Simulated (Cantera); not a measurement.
Feed: 1 mol V, 14 mol N2, held at 1825 K and 10.0 Torr.

Method: chemical equilibrium by Gibbs-energy minimisation in Cantera with the NASA 1993 tables (ideal gas, pure condensed phases). Candidate condensed phases: V, VN; 4 gas species. VN: taken at fixed stoichiometry. Condensed phases not in the tables: V2N. Kinetics and transport are ignored.

Base state: N2 1.000 (mole fractions); condensed: VN(s).

Question: What changes in the equilibrium state with this change: V replaced by Zr?

Answer: 
```tsv
species	before	after
N2	1.000	1.00
VN(s), mol	1.000	0
ZrN(s), mol	0	1.00
```
ZrN: taken at fixed stoichiometry. Further candidate phases: Zr, ZrN.
